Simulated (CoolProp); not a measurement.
A simple Rankine cycle with R1336mzz(E): condensing at 323.15 K, boiler at 1.25 MPa, turbine inlet 405 K, turbine efficiency 0.7, pump efficiency 0.8, no recuperator. Each further row changes one setting.

Computed with CoolProp (reference Helmholtz-energy equation of state, Akasaka 2023).

| case | thermal efficiency (%) | net work (kJ/kg) | heat in (kJ/kg) | turbine exit temperature (K) | volume ratio over the turbine |
|---|---|---|---|---|---|
| as stated | [?] | 12.1 | 195 | 380.7 | [?] |
| condensing temperature 315.15 K | 7.3 | [?] | [?] | [?] | [?] |
| boiler pressure 0.875 MPa | 4.3 | 8.58 | 200 | [?] | 2.08 |
| turbine efficiency 0.6 | [?] | 10.3 | 195 | 382.7 | 3.11 |

Question: Some entries are withheld; supply them.

Answer: 
- as stated, thermal efficiency (%): 6.2
- as stated, volume ratio over the turbine: 3.09
- condensing temperature 315.15 K, net work (kJ/kg): 15.0
- condensing temperature 315.15 K, heat in (kJ/kg): 205
- condensing temperature 315.15 K, turbine exit temperature (K): 376.3
- condensing temperature 315.15 K, volume ratio over the turbine: 3.93
- boiler pressure 0.875 MPa, turbine exit temperature (K): 390.0
- turbine efficiency 0.6, thermal efficiency (%): 5.3
